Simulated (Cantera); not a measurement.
An adiabatic, constant-volume homogeneous reactor starts with H₂ : O₂ : N₂ = 1 : 1.52 : 5.7 (molar parts), equivalence ratio 0.33, at 1475 K and 1.38 atm. Integrator tolerance rtol = 1e-08.

Cantera simulation using the H2/O2 subset of GRI-Mech 3.0, which has no nitrogen chemistry; the numbers are that mechanism's predictions, not measurements.

Question: What does this change do: constant pressure in place of constant volume?

Answer: 
| quantity | before | after |
|---|---|---|
| time of steepest temperature rise | 12.3 µs | 12.3 µs |
| temperature at 9.00 s | 2448 K | 2288 K |
| equilibrium temperature | 2448 K | 2288 K |
| x(H₂) at 9.00 s | 0.00107 (gas-phase equilibrium 0.00107) | 0.000572 (gas-phase equilibrium 0.000572) |
| x(O₂) at 9.00 s | 0.128 (gas-phase equilibrium 0.128) | 0.130 (gas-phase equilibrium 0.130) |
| x(H) at 9.00 s | 0.000443 (gas-phase equilibrium 0.000443) | 0.000185 (gas-phase equilibrium 0.000185) |
| x(OH) at 9.00 s | 0.00989 (gas-phase equilibrium 0.00989) | 0.00640 (gas-phase equilibrium 0.00640) |
| x(O) at 9.00 s | 0.00272 (gas-phase equilibrium 0.00272) | 0.00142 (gas-phase equilibrium 0.00142) |
| x(H₂O) at 9.00 s | 0.123 (gas-phase equilibrium 0.123) | 0.125 (gas-phase equilibrium 0.125) |

Question: What does this change do: initial temperature 1475 to 1300 K?

Answer: 
```
quantity                                                              before                                      after
---------------------------------  -----------------------------------------  -----------------------------------------
time of steepest temperature rise                                    12.3 µs                                    23.3 µs
temperature at 9.00 s                                                 2448 K                                     2326 K
equilibrium temperature                                               2448 K                                     2326 K
x(H₂) at 9.00 s                      0.00107 (gas-phase equilibrium 0.00107)  0.000547 (gas-phase equilibrium 0.000547)
x(O₂) at 9.00 s                          0.128 (gas-phase equilibrium 0.128)        0.130 (gas-phase equilibrium 0.130)
x(H) at 9.00 s                     0.000443 (gas-phase equilibrium 0.000443)  0.000169 (gas-phase equilibrium 0.000169)
x(OH) at 9.00 s                      0.00989 (gas-phase equilibrium 0.00989)    0.00646 (gas-phase equilibrium 0.00646)
x(O) at 9.00 s                       0.00272 (gas-phase equilibrium 0.00272)    0.00136 (gas-phase equilibrium 0.00136)
x(H₂O) at 9.00 s                         0.123 (gas-phase equilibrium 0.123)        0.125 (gas-phase equilibrium 0.125)
```

Question: What does this change do: pressure from 1.38 atm to 0.286 atm?

Answer: 
```csv
quantity,before,after
time of steepest temperature rise,12.3 µs,57.6 µs
temperature at 9.00 s,2448 K,2405 K
equilibrium temperature,2448 K,2405 K
x(H₂) at 9.00 s,0.00107 (gas-phase equilibrium 0.00107),0.00186 (gas-phase equilibrium 0.00186)
x(O₂) at 9.00 s,0.128 (gas-phase equilibrium 0.128),0.127 (gas-phase equilibrium 0.127)
x(H) at 9.00 s,0.000443 (gas-phase equilibrium 0.000443),0.00106 (gas-phase equilibrium 0.00106)
x(OH) at 9.00 s,0.00989 (gas-phase equilibrium 0.00989),0.0126 (gas-phase equilibrium 0.0126)
x(O) at 9.00 s,0.00272 (gas-phase equilibrium 0.00272),0.00476 (gas-phase equilibrium 0.00476)
x(H₂O) at 9.00 s,0.123 (gas-phase equilibrium 0.123),0.120 (gas-phase equilibrium 0.120)
```
